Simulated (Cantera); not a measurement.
Input (Python, Cantera) and output of one run.

```python
import numpy as np
import cantera as ct

gas_names = """
    C CH CH2 CH3 CH4 C2 C2H C2H2,acetylene C2H2,vinylidene C2H3,vinyl C2H4 C2H5 C2H6 C3 C3H3,propargyl
    C3H4,allene C3H4,propyne C3H4,cyclo- C3H5,allyl C3H6,propylene C3H6,cyclo- C3H7,n-propyl
    C3H7,i-propyl C3H8 C4 C4H2 C4H4,1,3-cyclo- C4H6,butadiene C4H6,2-butyne C4H6,cyclo- C4H8,1-butene
    C4H8,cis2-buten C4H8,tr2-butene C4H8,isobutene C4H8,cyclo- C4H9,n-butyl C4H9,i-butyl C4H9,s-butyl
    C4H9,t-butyl C4H10,isobutane C4H10,n-butane C5 C5H6,1,3cyclo- C5H8,cyclo- C5H10,1-pentene
    C5H10,cyclo- C5H11,pentyl C5H11,t-pentyl C5H12,n-pentane C5H12,i-pentane CH3C(CH3)2CH3 C6H2
    C6H5,phenyl C6H6 C6H10,cyclo- C6H12,1-hexene C6H12,cyclo- C6H13,n-hexyl C7H7,benzyl C7H8
    C7H14,1-heptene C7H15,n-heptyl C7H16,n-heptane C8H8,styrene C8H10,ethylbenz C8H16,1-octene
    C8H17,n-octyl C8H18,isooctane C8H18,n-octane C9H19,n-nonyl C10H8,naphthale C10H21,n-decyl
    C12H9,o-bipheny C12H10,bipheny H H2 Ti
""".split()
cond_names = """
    C(gr) C6H6(L) C7H8(L) C8H18(L),n-octa Ti(a) Ti(b) Ti(L) TiC(s) TiC(L)
""".split()


def load(file, names, dense=False):
    # The tables refer to 1 bar. Condensed volumes are neglected.
    table = {s.name: s for s in ct.Species.list_from_file(file)}
    out = []
    for n in names:
        d = dict(table[n].input_data)
        d["thermo"] = dict(d["thermo"], **{"reference-pressure": 1e5})
        if dense:
            d["equation-of-state"] = {"model": "constant-volume", "density": "1e6 g/cm^3"}
        out.append(ct.Species.from_dict(d))
    return out


gas = ct.Solution(thermo="ideal-gas", species=load("nasa_gas.yaml", gas_names))
cond = {s.name: ct.Solution(thermo="fixed-stoichiometry", species=[s], name=s.name)
        for s in load("nasa_condensed.yaml", cond_names, dense=True)}
atoms = {
    'Ti': {'Ti': 1},
    'H2': {'H': 2},
    'CH4': {'C': 1, 'H': 4},
}
top_T = {'C(gr)': 4500}  # K; cautious upper limits of use, not melting points


def equilibrate(T, P, feed):
    n = {}
    for name, mol in feed.items():
        for a, k in atoms[name].items():
            n[a] = n.get(a, 0.0) + k * mol
    gas.TPX = T, P, n
    mass = sum(n.values()) * gas.mean_molecular_weight
    gas.equilibrate("TP")
    valid = [c for c in cond.values() if c.min_temp <= T <= top_T.get(c.name, c.max_temp)]
    mix = ct.Mixture([(gas, mass / gas.mean_molecular_weight)] + [(c, 0.0) for c in valid])
    mix.T, mix.P = T, P
    mix.equilibrate("TP", solver="vcs", rtol=1e-11, max_steps=5000)
    return mix


results = []
T = 1925  # K
P = 32  # Pa
for m in [0.37, 0.46, 0.57, 0.7, 0.86, 1.1, 1.3, 1.6, 2, 2.5]:
    feed = {'Ti': 1, 'H2': 17, 'CH4': m}  # mol
    mix = equilibrate(T, P, feed)
    results.append((T, P, feed, dict(zip(mix.species_names, mix.species_moles))))
    x = sorted(zip(gas.X, gas.species_names), reverse=True)
    print(f"T = {T:g} K  P = {P:g} Pa  n(CH4) = {m:g} mol  gas = {mix.phase_moles(0):.4g} mol")
    print("   x: " + "  ".join(f"{s} {v:.3e}" for v, s in x if v > 1e-05))
    print("   condensed (mol): " + ("  ".join(f"{mix.phase(i).name} {mix.phase_moles(i):.4g}"
          for i in range(1, mix.n_phases) if mix.phase_moles(i) > 1e-12) or "none"))
```

Output:

```
T = 1925 K  P = 32 Pa  n(CH4) = 0.37 mol  gas = 18.42 mol
   x: H2 9.373e-01  H 5.174e-02  Ti 1.101e-02
   condensed (mol): Ti(b) 0.4272  TiC(s) 0.37
T = 1925 K  P = 32 Pa  n(CH4) = 0.46 mol  gas = 18.61 mol
   x: H2 9.373e-01  H 5.174e-02  Ti 1.101e-02
   condensed (mol): Ti(b) 0.3351  TiC(s) 0.46
T = 1925 K  P = 32 Pa  n(CH4) = 0.57 mol  gas = 18.83 mol
   x: H2 9.373e-01  H 5.174e-02  Ti 1.101e-02
   condensed (mol): Ti(b) 0.2226  TiC(s) 0.57
T = 1925 K  P = 32 Pa  n(CH4) = 0.7 mol  gas = 19.1 mol
   x: H2 9.373e-01  H 5.174e-02  Ti 1.101e-02
   condensed (mol): Ti(b) 0.08965  TiC(s) 0.7
T = 1925 K  P = 32 Pa  n(CH4) = 0.86 mol  gas = 19.36 mol
   x: H2 9.409e-01  H 5.184e-02  Ti 7.231e-03
   condensed (mol): TiC(s) 0.86
T = 1925 K  P = 32 Pa  n(CH4) = 1.1 mol  gas = 19.71 mol
   x: H2 9.475e-01  H 5.202e-02  C2H2,acetylene 4.339e-04
   condensed (mol): C(gr) 0.08288  TiC(s) 1
T = 1925 K  P = 32 Pa  n(CH4) = 1.3 mol  gas = 20.12 mol
   x: H2 9.475e-01  H 5.202e-02  C2H2,acetylene 4.339e-04
   condensed (mol): C(gr) 0.2825  TiC(s) 1
T = 1925 K  P = 32 Pa  n(CH4) = 1.6 mol  gas = 20.74 mol
   x: H2 9.475e-01  H 5.202e-02  C2H2,acetylene 4.339e-04
   condensed (mol): C(gr) 0.582  TiC(s) 1
T = 1925 K  P = 32 Pa  n(CH4) = 2 mol  gas = 21.56 mol
   x: H2 9.475e-01  H 5.202e-02  C2H2,acetylene 4.339e-04
   condensed (mol): C(gr) 0.9813  TiC(s) 1
T = 1925 K  P = 32 Pa  n(CH4) = 2.5 mol  gas = 22.59 mol
   x: H2 9.475e-01  H 5.202e-02  C2H2,acetylene 4.339e-04
   condensed (mol): C(gr) 1.48  TiC(s) 1
```

Method: chemical equilibrium by Gibbs-energy minimisation in Cantera with the NASA 1993 tables (ideal gas, pure condensed phases). Mutual solubility and eutectic melting of coexisting phases are not modelled. TiC: taken at fixed stoichiometry. Condensed phases not in the tables: N, O or C dissolved in the metal.
